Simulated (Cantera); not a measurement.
## Diamond growth

A diamond (100) surface in a fixed gas of H2 with x(CH4) = 0.0039, x(H) = 0.018, x(CH3) = 0.00027, 24.8 Torr; coverages are run to steady state.

Detailed kinetics in Cantera: the Harris–Goodwin 1993 mechanism for the reconstructed diamond (100) surface.

| T (K) | growth (µm/h) | θ c6HH | θ c6H* | θ c6*H | θ c6** | θ c6HM |
|---|---|---|---|---|---|---|
| 950 | 3.65 | 0.635 | 0.0141 | 0.331 | 0.00663 | 0.00997 |
| 1000 | 4.61 | 0.590 | 0.0182 | 0.371 | 0.00967 | 0.00798 |
| 1050 | 5.53 | 0.548 | 0.0229 | 0.407 | 0.0135 | 0.00631 |
| 1100 | 6.12 | 0.508 | 0.0278 | 0.439 | 0.0183 | 0.00475 |
| 1150 | 5.96 | 0.471 | 0.0331 | 0.467 | 0.0240 | 0.00321 |
| 1200 | 4.94 | 0.437 | 0.0385 | 0.491 | 0.0306 | 0.00184 |
| 1250 | 3.70 | 0.406 | 0.0439 | 0.510 | 0.0380 | 0.000892 |
| 1300 | 2.85 | 0.378 | 0.0493 | 0.526 | 0.0463 | 0.000391 |
| 1350 | 2.50 | 0.352 | 0.0547 | 0.538 | 0.0552 | 0.000165 |
| 1400 | 2.43 | 0.328 | 0.0599 | 0.547 | 0.0647 | 6.85e-5 |
θ: site fractions in the mechanism's names (c6HH fully hydrogenated, c6H* and c6*H radical sites, c6** diradical, c6HM methylated).
